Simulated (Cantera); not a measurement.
Pb + O2 + N2 (iron carbonyl, mercury and lead vapours)

Feed: 1 mol Pb, 0.59 mol O2, 0.27 mol N2, held at 3.30 Torr.

These are equilibrium values from Cantera (NASA tables, ideal gas, pure condensed phases), not measurements of a reactor. Candidate condensed phases: Pb, PbO, PbO2, Pb3O4; 12 gas species. Gases not in the tables: (PbO)n polymers. Rates play no part.

From 948 K to 1148 K the condensed part is PbO(yellow). From 1198 K to 1398 K the condensed part is PbO(l).

```json
[
 {"T (K)": "948", "log p N2": "-2.48", "log p PbO": "-7.31", "log p O2": "-2.96", "log p Pb": "-10.69", "n PbO(yellow)": "1.000", "n PbO(l)": "0"},
 {"T (K)": "998", "log p N2": "-2.48", "log p PbO": "-6.55", "log p O2": "-2.96", "log p Pb": "-9.58", "n PbO(yellow)": "1.000", "n PbO(l)": "0"},
 {"T (K)": "1048", "log p N2": "-2.48", "log p PbO": "-5.86", "log p O2": "-2.96", "log p Pb": "-8.58", "n PbO(yellow)": "1.000", "n PbO(l)": "0"},
 {"T (K)": "1098", "log p N2": "-2.48", "log p PbO": "-5.23", "log p O2": "-2.96", "log p Pb": "-7.67", "n PbO(yellow)": "1.000", "n PbO(l)": "0"},
 {"T (K)": "1148", "log p N2": "-2.48", "log p PbO": "-4.66", "log p O2": "-2.96", "log p Pb": "-6.84", "n PbO(yellow)": "0.998", "n PbO(l)": "0"},
 {"T (K)": "1198", "log p N2": "-2.49", "log p PbO": "-4.18", "log p O2": "-2.97", "log p Pb": "-6.12", "n PbO(yellow)": "0", "n PbO(l)": "0.994"},
 {"T (K)": "1248", "log p N2": "-2.50", "log p PbO": "-3.75", "log p O2": "-2.98", "log p Pb": "-5.46", "n PbO(yellow)": "0", "n PbO(l)": "0.985"},
 {"T (K)": "1298", "log p N2": "-2.53", "log p PbO": "-3.36", "log p O2": "-3.00", "log p Pb": "-4.85", "n PbO(yellow)": "0", "n PbO(l)": "0.959"},
 {"T (K)": "1348", "log p N2": "-2.60", "log p PbO": "-3.00", "log p O2": "-3.07", "log p Pb": "-4.27", "n PbO(yellow)": "0", "n PbO(l)": "0.885"},
 {"T (K)": "1398", "log p N2": "-2.84", "log p PbO": "-2.66", "log p O2": "-3.23", "log p Pb": "-3.67", "n PbO(yellow)": "0", "n PbO(l)": "0.550"}
]
```
log p: log10 of the partial pressure in bar; n: condensed amount in mol.
